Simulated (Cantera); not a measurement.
What does this Cantera script print?

```python
import numpy as np
import cantera as ct

gas_names = """
    NO2 Pb N N2O
""".split()
cond_names = """
    PbO(rd) PbO(yw) PbO(L) Pb(cr) Pb(L)
""".split()


def load(file, names, dense=False):
    # The tables refer to 1 bar. Condensed volumes are neglected.
    table = {s.name: s for s in ct.Species.list_from_file(file)}
    out = []
    for n in names:
        d = dict(table[n].input_data)
        d["thermo"] = dict(d["thermo"], **{"reference-pressure": 1e5})
        if dense:
            d["equation-of-state"] = {"model": "constant-volume", "density": "1e6 g/cm^3"}
        out.append(ct.Species.from_dict(d))
    return out


species = {s.name: s for s in load("nasa_gas.yaml", gas_names) + load("nasa_condensed.yaml", cond_names)}
# Each term lists the table entries of one substance; the one whose range holds T is used.
reactions = {
    'NO2(g) + 2 Pb(g) = N(g) + 2 PbO':
        [(-1, ['NO2']), (-2, ['Pb']), (1, ['N']), (2, ['PbO(rd)', 'PbO(yw)', 'PbO(L)'])],
    'N2O(g) + 3 PbO = 3 Pb + 2 NO2(g)':
        [(-1, ['N2O']), (-3, ['PbO(rd)', 'PbO(yw)', 'PbO(L)']), (3, ['Pb(cr)', 'Pb(L)']), (2, ['NO2'])],
}


def pick(names, T):
    return next(species[n] for n in names if species[n].thermo.min_temp <= T <= species[n].thermo.max_temp)


results = []
for label, terms in reactions.items():
    print(label)
    print("     T/K   dH/kJ  dS/(J/K)   dG/kJ   log10 K")
    for T in [750, 850, 950, 1050, 1150, 1250, 1350]:
        used = [(nu, pick(names, T)) for nu, names in terms]
        dH = sum(nu * s.thermo.h(T) for nu, s in used) / 1e6
        dS = sum(nu * s.thermo.s(T) for nu, s in used) / 1e3
        dG = dH - T * dS / 1e3
        logK = -dG * 1e6 / (ct.gas_constant * T * np.log(10))
        results.append((label, T, dH, dS, dG, logK, [s.name for _, s in used]))
        print(f"{T:8g} {dH:8.1f} {dS:8.1f} {dG:8.1f} {logK:8.2f}")
```

Output:

```
NO2(g) + 2 Pb(g) = N(g) + 2 PbO
     T/K   dH/kJ  dS/(J/K)   dG/kJ   log10 K
     750   -372.0   -267.4   -171.5    11.94
     850   -367.7   -262.0   -145.0     8.91
     950   -363.7   -257.5   -119.0     6.55
    1050   -359.5   -253.3    -93.5     4.65
    1150   -355.1   -249.3    -68.4     3.11
    1250   -298.7   -200.8    -47.7     1.99
    1350   -293.3   -196.7    -27.8     1.08
N2O(g) + 3 PbO = 3 Pb + 2 NO2(g)
     T/K   dH/kJ  dS/(J/K)   dG/kJ   log10 K
     750    645.6    252.1    456.5   -31.79
     850    642.3    248.0    431.5   -26.52
     950    639.2    244.6    406.9   -22.37
    1050    635.8    241.1    382.6   -19.03
    1150    631.9    237.6    358.7   -16.29
    1250    549.9    167.0    341.2   -14.26
    1350    544.2    162.6    324.7   -12.56
```

Source: NASA polynomial tables (part measured, part estimated), evaluated in Cantera. Condensed species are held in their standard states even where they would react or evaporate.
